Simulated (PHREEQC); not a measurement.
Make-up at 25 °C: 0.053 mol/kgw HNO3, 6.2e-07 mol/kgw H4SiO4 and 0.082 mol/kgw CuSO4. Closed to the air; pH follows from the charge balance.

All values are PHREEQC results (ion-association model, phreeqc.dat), not measurements.

No solid was allowed to form.

Task: Estimate the pH, specific conductance.

Result: pH 1.65; specific conductance 18200 µS/cm.

Task: In which forms is S present?

Result: SO4-2 36 %, CuSO4 34 %, HSO4- 30 % of the S.

Complexes and solids missing from the database can't appear.
